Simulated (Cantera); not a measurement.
Mixture: 6.76 % CH₄, 19.6 % O₂, 73.6 % N₂, at 1800 Torr, adiabatic and at constant volume. Ignition delay is the time to a rise of 400 K.

Detailed kinetics in Cantera: GRI-Mech 3.0 (53 species, 325 reactions).

Question: At T0 = 1250 K, what is the delay, and which 5 reactions control it most (d ln τ / d ln k, from doubling and halving each rate constant)?

Answer: The delay is 8.48 ms.
```tsv
reaction	d ln τ / d ln k	faster rate
2 CH3 (+M) <=> C2H6 (+M)	0.56	lengthens it
CH3 + O2 <=> CH3O + O	-0.40	shortens it
CH3 + O2 <=> CH2O + OH	-0.35	shortens it
CH2O + O2 <=> HCO + HO2	-0.28	shortens it
CH3 + HO2 <=> CH3O + OH	-0.28	shortens it
```
